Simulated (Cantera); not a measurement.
A closed system holds: 1 mol MgO, 1.7 mol SO2, 5 mol O2, at 1348.15 K and 1 atm.

Cantera equilibrium calculation (NASA polynomials, part measured and part estimated; ideal gas, pure solids and liquids). Candidate condensed phases: Mg, MgO, MgS, MgSO4, S; 14 gas species. The numbers say what is thermodynamically allowed, not how fast it happens.

Base state: O2 0.744, SO2 0.238, SO3 0.0183 (mole fractions); condensed: MgO(s).

Problem. What changes in the equilibrium state with this change: temperature from 1348.15 K to 675 K?

Solution. 
```csv
species,before,after
O2,0.744,0.856
SO3,0.0183,0.144
SO2,0.238,0.000288
"MgO(s), mol",1.00,0
"MgSO4(s), mol",0,1.00
```
